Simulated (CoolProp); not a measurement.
The fluid at 298.15 K and 0.0046 MPa is compressed adiabatically to 0.0133 MPa with isentropic efficiency 1. The same conditions are run with several fluids, on thermodynamics alone (safety and materials aside).

Values from CoolProp's reference Helmholtz-energy equation of state of each fluid (tetrahydrofuran: Fiedler 2023; R141b: Lemmon 2006; cyclopropane: Polt 1992; R143a: Lemmon and Jacobsen 2000; R113: Marx 1992). The equations of Platzer and Polt are older, rougher fits.

| fluid | work (kJ/kg) | final temperature (K) | final density (kg/m³) |
|---|---|---|---|
| tetrahydrofuran | 38.5 | 332.4 | 0.348 |
| R141b | 23.6 | 328.7 | 0.571 |
| cyclopropane | 67.4 | 345.0 | 0.195 |
| R143a | 33.1 | 332.6 | 0.405 |
| R113 | 14.5 | 320.4 | 0.940 |
